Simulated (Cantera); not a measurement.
Cantera run:

```python
import numpy as np
import cantera as ct

gas_names = """
    H HO2 H2 H2O H2O2 O OH O2 O3 Pb PbO Pb2
""".split()
cond_names = """
    H2O(s) H2O(L) Pb(cr) Pb(L) PbO(rd) PbO(yw) PbO(L) PbO2(s) Pb3O4(s)
""".split()


# ... load() reads the species with a 1 bar reference pressure and builds the phases ...
atoms = {
    'PbO': {'Pb': 1, 'O': 1},
    'O2': {'O': 2},
    'H2': {'H': 2},
}
top_T = {'Pb3O4(s)': 820}  # K; cautious upper limits of use, not melting points


# ... equilibrate(T, P, feed) seeds the gas with the atoms and calls Mixture.equilibrate('TP', solver="vcs", rtol=1e-11, max_steps=5000) ...
results = []
feed = {'PbO': 1, 'O2': 0.021, 'H2': 0.15}  # mol
T = 1225  # K
for P in [10, 100, 1000, 10000, 100000, 1000000]:
    mix = equilibrate(T, P, feed)
    results.append((T, P, feed, dict(zip(mix.species_names, mix.species_moles))))
    x = sorted(zip(gas.X, gas.species_names), reverse=True)
    print(f"T = {T:g} K  P = {P:g} Pa  gas = {mix.phase_moles(0):.4g} mol")
    print("   x: " + "  ".join(f"{s} {v:.3e}" for v, s in x if v > 1e-05))
    print("   condensed (mol): " + ("  ".join(f"{mix.phase(i).name} {mix.phase_moles(i):.4g}"
          for i in range(1, mix.n_phases) if mix.phase_moles(i) > 1e-12) or "none"))
```

Output:

```
T = 1225 K  P = 10 Pa  gas = 1.198 mol
   x: PbO 6.651e-01  Pb 1.698e-01  H2O 1.252e-01  O2 3.982e-02  OH 3.083e-05
   condensed (mol): none
T = 1225 K  P = 100 Pa  gas = 0.2908 mol
   x: H2O 5.157e-01  Pb 3.713e-01  PbO 1.129e-01  H2 7.042e-05  O2 2.398e-05
   condensed (mol): PbO(L) 0.8592
T = 1225 K  P = 1000 Pa  gas = 0.1675 mol
   x: H2O 8.949e-01  Pb 9.345e-02  PbO 1.129e-02  H2 3.076e-04
   condensed (mol): Pb(L) 0.09229  PbO(L) 0.8902
T = 1225 K  P = 10000 Pa  gas = 0.1516 mol
   x: H2O 9.892e-01  Pb 9.345e-03  PbO 1.129e-03  H2 3.399e-04
   condensed (mol): Pb(L) 0.1065  PbO(L) 0.8919
T = 1225 K  P = 100000 Pa  gas = 0.1502 mol
   x: H2O 9.986e-01  Pb 9.345e-04  H2 3.432e-04  PbO 1.129e-04
   condensed (mol): Pb(L) 0.1078  PbO(L) 0.892
T = 1225 K  P = 1e+06 Pa  gas = 0.15 mol
   x: H2O 9.996e-01  H2 3.435e-04  Pb 9.345e-05  PbO 1.129e-05
   condensed (mol): Pb(L) 0.1079  PbO(L) 0.892
```

Cantera equilibrium calculation (NASA polynomials, part measured and part estimated; ideal gas, pure solids and liquids). Each liquid is taken as pure. Mutual solubility and eutectic melting of coexisting phases are not modelled. Gases not in the tables: (PbO)n polymers.
